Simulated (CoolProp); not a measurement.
Vapour-liquid equilibrium of propane (1) + isohexane (2) at -13.05 °C; x and y are mole fractions of (1).

Values from CoolProp's multi-fluid Helmholtz-energy mixture model, Lemmon 2009 and Lemmon 2006; pair parameters Bell 2016.

| x | bubble pressure (bar) | y at the bubble point | dew pressure at overall composition x (bar) | liquid density (mol/L) |
|---|---|---|---|---|
| 0.05 | 0.2048 | 0.792 | 0.04661 | 8.082 |
| 0.2 | 0.6770 | 0.945 | 0.05525 | 8.599 |
| 0.35 | 1.137 | 0.972 | 0.06781 | 9.169 |
| 0.5 | 1.586 | 0.984 | 0.08774 | 9.798 |
| 0.65 | 2.032 | 0.991 | 0.1242 | 10.49 |
| 0.8 | 2.482 | 0.995 | 0.2127 | 11.25 |
| 0.95 | 2.952 | 0.999 | 0.7332 | 12.09 |

No azeotrope shows between x = 0.05 and 0.95.

Pair parameters are fitted to limited data, so mixtures are less certain than the pure fluids. The gap from Raoult's law changes sign with composition, which may be real or a fault of the pair parameters; it wasn't checked against measurements.
